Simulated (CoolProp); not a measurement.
Vapour-liquid equilibrium of carbon dioxide (1) + propane (2) at 232.3 K; x and y are mole fractions of (1).

Model: multi-fluid Helmholtz-energy mixture model, Span 1996 and Lemmon 2009; pair parameters Kunz 2012, in CoolProp.

| x | bubble pressure, mixture model (MPa) | bubble pressure, Raoult's law (MPa) | y, mixture model | y, Raoult's law |
|---|---|---|---|---|
| 0.05 | 0.1997 | 0.1504 | 0.475 | 0.324 |
| 0.2 | 0.4669 | 0.2804 | 0.795 | 0.694 |
| 0.35 | 0.6616 | 0.4103 | 0.868 | 0.830 |
| 0.5 | 0.7728 | 0.5403 | 0.897 | 0.901 |
| 0.65 | 0.8354 | 0.6702 | 0.914 | 0.944 |
| 0.8 | 0.8878 | 0.8002 | 0.933 | 0.973 |
| 0.95 | 0.9511 | 0.9301 | 0.974 | 0.994 |

The largest gap from Raoult's law is +66.5 % in bubble pressure, at x = 0.2. No azeotrope shows between x = 0.05 and 0.95.

The pair parameters rest on a limited set of measurements; away from them the model extrapolates. With so large a gap from Raoult's law the liquid may split in two, which this calculation doesn't test in full.
